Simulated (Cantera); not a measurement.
A closed system holds: 1 mol SiO2, 1.7 mol H2, 3.2 mol N2, at 101000 Pa.

Equilibrium computed with Cantera from the NASA thermochemical tables; the gas is ideal and each condensed phase is pure. Candidate condensed phases: H2O, Si, SiO2, Si2N2O, Si3N4; 35 gas species. N2 is the only nitrogen source here; it is nearly inert below about 1500 K, so the nitride shown seldom forms there in practice. Mutual solubility and eutectic melting of coexisting phases are not modelled. The tables hold silica as quartz up to 1696 K and as liquid above; real silica turns to tridymite and cristobalite and melts near 1996 K. Gases not in the tables: Si(OH)4. Kinetics and transport are ignored.

### Question
Which condensed phases are stable at each of these points (T (K)): 1148, 1248, 1348, 1448, 1548, 1648, 1748, 1848, 1948, 2048, 2148?

### Answer
```tsv
T (K)	condensed phases	Si condensed (%)
1148	SiO2(β-quartz) + Si2N2O(s)	100.0
1248	SiO2(β-quartz) + Si2N2O(s)	100.0
1348	SiO2(β-quartz) + Si2N2O(s)	100.0
1448	SiO2(β-quartz) + Si2N2O(s)	100.0
1548	SiO2(β-quartz) + Si2N2O(s)	100.0
1648	SiO2(β-quartz) + Si2N2O(s)	100.0
1748	SiO2(condensed)	99.7
1848	SiO2(condensed)	99.3
1948	SiO2(condensed)	98.4
2048	SiO2(l)	96.5
2148	SiO2(l)	93.0
```

From 1148 K to 1648 K the condensed part is SiO2(β-quartz) + Si2N2O(s). From 1748 K to 1948 K the condensed part is SiO2(condensed). From 2048 K to 2148 K the condensed part is SiO2(l).
